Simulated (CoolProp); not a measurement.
Vapour-liquid equilibrium of CF4 (R14) (1) + R13 (2) at 150.1 K; x and y are mole fractions of (1).

Model: multi-fluid Helmholtz-energy mixture model, Platzer 1990 and Platzer 1990; pair parameters Bell 2016, in CoolProp. This equation is an older, rougher fit; its heat capacities, sound speeds and derivatives of the liquid may be far off and weren't checked against measurements.

```csv
x,bubble pressure (kPa),y at the bubble point,dew pressure at overall composition x (kPa),liquid density (mol/L)
0.05,16.26,0.687,5.579,(withheld)
0.15,35.27,(withheld),6.221,16.29
0.25,51.30,0.917,7.030,16.48
0.35,65.17,0.941,8.080,16.68
0.45,(withheld),0.956,9.497,16.87
0.55,89.07,0.967,11.52,17.07
0.65,100.2,0.975,14.62,17.26
0.75,111.3,(withheld),20.01,17.45
0.85,(withheld),(withheld),31.61,17.64
0.95,135.4,0.996,72.10,17.82
```

Q: Some entries are withheld; supply them.

A: 
- 0.05, liquid density (mol/L): 16.10
- 0.15, y at the bubble point: 0.868
- 0.45, bubble pressure (kPa): 77.58
- 0.75, y at the bubble point: 0.983
- 0.85, bubble pressure (kPa): 122.9
- 0.85, y at the bubble point: 0.990

No azeotrope shows between x = 0.05 and 0.95.

The pair parameters rest on a limited set of measurements; away from them the model extrapolates.
